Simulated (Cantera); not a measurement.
A closed system holds: 1 mol SiC, 0.32 mol O₂, 160 mol N₂, 0.0013 mol H₂O, held at 1773.15 K.

Method: chemical equilibrium by Gibbs-energy minimisation in Cantera with the NASA 1993 tables (ideal gas, pure condensed phases). Candidate condensed phases: C, C₆H₆, C₇H₈, C₈H₁₈, H₂O, Si, SiC, SiO₂, Si₂N₂O, Si₃N₄; 151 gas species. Mutual solubility and eutectic melting of coexisting phases are not modelled. The tables' values for SiN are old estimates; treat these amounts as uncertain. Equilibrium is a limit: real reactors are often held back by kinetics, nucleation or transport.

x: gas mole fraction; n: condensed amount in mol.

```
P (Pa)    x N₂        x Si        x CO       x SiO      x SiC₂      x Si₂C        x CN  n C(graphite)    n SiC(s)  n Si₃N₄(s)  n Si₂N₂O(s)
-------  -----  ----------  ----------  ----------  ----------  ----------  ----------  -------------  ----------  ----------  -----------
0.100    0.990     0.00609     0.00396     2.73e-6     7.57e-5     7.51e-6     1.98e-5          0.330           0           0            0
1        0.991     0.00454     0.00395     2.03e-5     5.64e-5     4.17e-5     6.27e-6         0.0956       0.240           0            0
10       0.993  (withheld)  (withheld)  (withheld)  (withheld)  (withheld)  (withheld)              0  (withheld)           0            0
100      0.995    0.000549     0.00228     0.00171     4.67e-8     5.04e-6     5.20e-8              0       0.633           0            0
1000     0.996     6.23e-5     0.00203     0.00196     4.11e-9     5.72e-7     1.45e-8              0       0.674           0            0
10000    0.996     3.15e-6     0.00321    0.000793    8.13e-10     2.89e-8     9.06e-9              0       0.486       0.129            0
100000   0.997  (withheld)     0.00332  (withheld)  (withheld)  (withheld)  (withheld)              0       0.467  (withheld)   (withheld)
1000000  0.999     1.46e-9     0.00107     1.76e-6    1.81e-11    4.31e-12     6.29e-9          0.828           0      0.0196        0.470
```

Question: Fill in the missing entries.

Answer: 
- 10, x Si: 0.00271
- 10, x CO: 0.00337
- 10, x SiO: 0.000615
- 10, x SiC₂: 9.47e-7
- 10, x Si₂C: 2.49e-5
- 10, x CN: 3.33e-7
- 10, n SiC(s): 0.453
- 100000, x Si: 6.78e-8
- 100000, x SiO: 3.80e-5
- 100000, x SiC₂: 3.78e-10
- 100000, x Si₂C: 6.23e-10
- 100000, x CN: 1.33e-8
- 100000, n Si₃N₄(s): 0.106
- 100000, n Si₂N₂O(s): 0.104
